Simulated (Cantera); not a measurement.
Charge: 1 mol Si2Cl6, 560 mol H2, equilibrated at 30.0 Torr.

Equilibrium computed with Cantera from the NASA thermochemical tables; the gas is ideal and each condensed phase is pure. Candidate condensed phases: Si; 19 gas species. The feed counts by its element totals alone. Gases not in the tables: Si2H6 and higher silanes. Rates play no part.

**Question.** Which condensed phases are stable at each of these points (T (K)): 1523, 1573, 1623, 1673, 1723, 1773, 1823?

**Answer.** 
```csv
T (K),condensed phases,Si condensed (%)
1523,Si(s),90.6
1573,Si(s),90.2
1623,Si(s),89.7
1673,Si(s),89.0
1723,Si(l),88.7
1773,Si(l),88.0
1823,Si(l),86.1
```

From 1523 K to 1673 K the condensed part is Si(s). From 1723 K to 1823 K the condensed part is Si(l).
